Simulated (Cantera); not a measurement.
Input: 1 mol Si3N4, a varied amount of O2, 15 mol N2, at 950 °C and 0.100 bar.

Method: chemical equilibrium by Gibbs-energy minimisation in Cantera with the NASA 1993 tables (ideal gas, pure condensed phases). Candidate condensed phases: Si, SiO2, Si2N2O, Si3N4; 16 gas species. The tables hold silica as quartz up to 1696 K and as liquid above; real silica turns to tridymite and cristobalite and melts near 1996 K. The numbers say what is thermodynamically allowed, not how fast it happens.

**Question.** At 12 mol O2, list the 3 most abundant gas species with their mole fractions, and the condensed phases.

**Answer.** N2 0.654, O2 0.346, NO 0.000272. Condensed: SiO2(β-quartz).
